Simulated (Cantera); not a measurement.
Input: 1 mol Fe2O3, 0.18 mol H2S, 0.29 mol O2, at 925 K and 1330 Pa.

These are equilibrium values from Cantera (NASA tables, ideal gas, pure condensed phases), not measurements of a reactor. Candidate condensed phases: Fe, FeO, Fe(OH)2, Fe(OH)3, FeS, FeSO4, FeS2, Fe2O3, Fe2(SO4)3, Fe3O4, H2O, H2SO4, S; 22 gas species. Kinetics and transport are ignored.

Base state: H2O 0.484, SO2 0.441, SO3 0.0429, O2 0.0323 (mole fractions); condensed: Fe2O3(s).

**Question.** What changes in the equilibrium state with this change: pressure from 1330 Pa to 1900000 Pa?

**Answer.** 
| species | before | after |
|---|---|---|
| H2O | 0.484 | 0.642 |
| SO2 | 0.441 | 0.357 |
| SO3 | 0.0429 | 0.000499 |
| O2 | 0.0323 | 4.67e-9 |
| H2SO4 | 2.86e-6 | 6.29e-5 |
| Fe2O3(s), mol | 1.00 | 0.960 |
| FeSO4(s), mol | 0 | 0.0797 |

**Question.** What changes in the equilibrium state with this change: H2S from 0.18 to 0.25 mol?

**Answer.** 
| species | before | after |
|---|---|---|
| SO2 | 0.441 | 0.500 |
| H2O | 0.484 | 0.500 |
| SO3 | 0.0429 | 1.27e-6 |
| O2 | 0.0323 | <1e-9 |
| Fe2O3(s), mol | 1.00 | 0.490 |
| Fe3O4(s), mol | 0 | 0.340 |
